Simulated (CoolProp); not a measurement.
A single-stage vapour-compression cycle with the fluid: evaporating at 275.15 K (dew point), condensing at 306.15 K (bubble point), superheat 0 K, subcooling 2 K, compressor efficiency 0.65, no pressure losses. The same conditions are run with several fluids, on thermodynamics alone (safety and materials aside).

Values from CoolProp's reference Helmholtz-energy equation of state of each fluid (R22: Kamei 1995; R152A: Outcalt 1996; R245fa: Akasaka 2015; CH2F2 (R32): Tillner-Roth 1997; dimethyl ether: Wu 2011; cis-2-butene: Lemmon 2005).

```csv
fluid,cooling COP,pressure ratio,discharge temperature (K),refrigerating effect (kJ/kg),volumetric capacity (kJ/m³)
R22,5.00,2.42,334.2,168,3790
R152A,5.13,2.65,329.7,254,2270
R245fa,5.17,3.39,315.7,166,584
CH2F2 (R32),4.85,2.40,344.6,258,6090
dimethyl ether,5.17,2.58,328.9,363,2250
cis-2-butene,5.25,2.89,324.7,352,851
```
